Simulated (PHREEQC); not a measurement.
A solution holds 0.045 mol/kgw Na2CO3 and 0.063 mol/kgw Na3PO4, at 20 °C. Closed to the air; pH follows from the charge balance.

Equilibrium calculation in PHREEQC: ion-association model, phreeqc.dat.

No solid was allowed to form.

Q: Predict the pH, ionic strength.

A: pH 12.07; ionic strength 0.444 mol/kgw.

Q: In which forms is C present?

A: CO3-2 53 %, NaCO3- 47 % of the C.

Species that the database lacks are ignored.
